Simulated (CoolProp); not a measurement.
Ammonia along the isobar 9.81 MPa: fugacity coefficient from the reference equation and from simpler models built on Tc = 132.4 °C, pc = 11.36 MPa, ω = 0.256; each cubic takes its own stable root.

The numbers come from the reference Helmholtz-energy equation of state, Gao 2020 in CoolProp.

```json
[
 {"T (°C)": "61.95", "phase": "liquid", "reference": "0.2482"},
 {"T (°C)": "98.55", "phase": "liquid", "reference": "0.4741"},
 {"T (°C)": "135.15", "phase": "gas", "reference": "0.7001"},
 {"T (°C)": "171.85", "phase": "gas", "reference": "0.7829"},
 {"T (°C)": "208.45", "phase": "gas", "reference": "0.8375"},
 {"T (°C)": "245.15", "phase": "gas", "reference": "0.8763"},
 {"T (°C)": "281.75", "phase": "gas", "reference": "0.9048"},
 {"T (°C)": "318.45", "phase": "gas", "reference": "0.9263"}
]
```

How far does each simpler model (Soave-Redlich-Kwong, Peng-Robinson) lie from the reference over these 8 states: mean and median of the absolute difference, and the worst?


- Soave-Redlich-Kwong: mean 3.0 %, median 1.6 %, worst +7.3 % at 61.95 °C and 9.81 MPa
- Peng-Robinson: mean 1.4 %, median 1.0 %, worst +3.8 % at 61.95 °C and 9.81 MPa
